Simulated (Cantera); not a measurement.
Charge: 1 mol SO₂, 0.83 mol H₂, at 2275 °C and 0.825 Torr.

Cantera equilibrium calculation (NASA polynomials, part measured and part estimated; ideal gas, pure solids and liquids). Candidate condensed phases: H₂O, H₂SO₄, S; 19 gas species. Rates play no part.

Base state: H 0.274, SO 0.178, SO₂ 0.150, O 0.102, H₂ 0.0861, H₂O 0.0709, S 0.0524, OH 0.0493 (mole fractions); condensed: gas only.

Task: What changes in the equilibrium state with this change: H₂ from 0.83 to 0.19 mol?

Result: 
```
species   before     after
-------  -------  --------
SO₂        0.150     0.297
SO         0.178     0.243
O          0.102     0.149
H          0.274     0.120
H₂        0.0861    0.0165
H₂O       0.0709    0.0198
O₂        0.0344    0.0729
OH        0.0493    0.0314
S         0.0524    0.0489
H₂S      1.70e-5   3.05e-6
SH       0.00177  0.000723
```

Task: What changes in the equilibrium state with this change: H₂ from 0.83 to 0.057 mol?

Result: 
```csv
species,before,after
SO₂,0.150,0.360
SO,0.178,0.264
O,0.102,0.166
H,0.274,0.0492
H₂,0.0861,0.00279
H₂O,0.0709,0.00372
OH,0.0493,0.0144
O₂,0.0344,0.0903
S,0.0524,0.0479
H₂S,1.70e-5,5.04e-7
SH,0.00177,0.000291
S₂O,1.78e-5,2.42e-5
```
